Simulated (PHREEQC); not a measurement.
Consider water at 20 °C with 0.032 mol CuSO4, 0.0086 mol HNO3 and 0.027 mol FeCl3 per kg of water. Closed to the air; pH follows from the charge balance.

Model: ion-association model, phreeqc.dat, run in PHREEQC.

Each row changes one thing in this solution. This is a speciation only: nothing precipitates in the calculation.

```json
[
 {"case": "as made", "pH": "2.17", "ionic strength (mol/kgw)": "0.154", "Cl- (mol/kgw)": "0.0763"},
 {"case": "FeCl3 replaced by NaCl at the same molality", "pH": "2.35", "ionic strength (mol/kgw)": "0.114", "Cl- (mol/kgw)": "0.0265"},
 {"case": "CuSO4 replaced by Al2(SO4)3 at the same molality", "pH": "2.28", "ionic strength (mol/kgw)": "0.209", "Cl- (mol/kgw)": "0.0792"},
 {"case": "HNO3 left out", "pH": "2.49", "ionic strength (mol/kgw)": "0.152", "Cl- (mol/kgw)": "0.0770"},
 {"case": "temperature from 20 to 60 °C", "pH": "2.12", "ionic strength (mol/kgw)": "0.148", "Cl- (mol/kgw)": "0.0710"},
 {"case": "CuSO4 left out", "pH": "1.93", "ionic strength (mol/kgw)": "0.138", "Cl- (mol/kgw)": "0.0712"}
]
```

Some of these states are supersaturated (in Hematite (slow to form), Goethite (slow to form), for instance). Away from 25 °C the constants follow the database's enthalpies or fits; those with neither stay at their 25 °C values.
